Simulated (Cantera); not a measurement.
Transport properties of process gases

Gas mixture: 100 % O2, at 36.0 Torr, frozen composition.

Cantera's kinetic-theory transport with the Lennard-Jones parameters of GRI-Mech 3.0, ideal gas; thermal conductivity in the multicomponent form.

```csv
T (K),ρ (kg/m³),cp (J/kg/K),μ (µPa s),λ (mW/m/K),Pr,D (cm²/s) CO2,D (cm²/s) NO,D (cm²/s) H
400,0.0462,941.4,25.6,33.9,0.712,5.57,7.16,44.8
600,0.0308,1003,34.1,48.1,0.710,11.4,14.3,90.5
800,0.0231,1055,41.4,61.5,0.710,18.7,23.3,148
1000,0.0185,1090,47.9,73.7,0.709,27.4,33.8,215
1200,0.0154,1114,54.0,84.9,0.708,37.2,45.8,291
1400,0.0132,1134,59.7,95.6,0.708,48.2,59.1,376
```
D: mixture-averaged diffusion coefficient of that species in the mixture.
